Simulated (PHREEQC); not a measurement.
A made-up water analysis in mg/kgw, 55 °C, pH 6.9, pe -0.8: Na 3.79; K 0.357; Ca 2.53; Mg 0.0414; Cl 6.39; S(6) as SO4 1.34; Alkalinity as HCO3 5.46; Fe(2) 0.00223; Br 0.316; B 0.0135; Li 0.0365; Mn(2) 0.447.

Valence states are taken as typed.

Equilibrium calculation in PHREEQC: ion-association model, phreeqc.dat.

```yaml
ionic_strength: 0.000399 mol/kgw
charge_balance_error: 3.8 %
```

```json
[
 {"species": "Cl-", "molality": "0.000180", "activity": "0.000176", "log γ": "-0.011"},
 {"species": "Na+", "molality": "0.000165", "activity": "0.000161", "log γ": "-0.010"},
 {"species": "HCO3-", "molality": "8.87e-5", "activity": "8.66e-5", "log γ": "-0.010"},
 {"species": "Ca+2", "molality": "6.29e-5", "activity": "5.71e-5", "log γ": "-0.042"},
 {"species": "CO2", "molality": "2.11e-5", "activity": "2.11e-5", "log γ": "0.000"},
 {"species": "SO4-2", "molality": "1.37e-5", "activity": "1.25e-5", "log γ": "-0.042"},
 {"species": "K+", "molality": "9.13e-6", "activity": "8.91e-6", "log γ": "-0.011"},
 {"species": "Mn+2", "molality": "8.01e-6", "activity": "7.27e-6", "log γ": "-0.042"}
]
```

This is a speciation only: nothing precipitates in the calculation. Constants without temperature data keep their 25 °C values here.
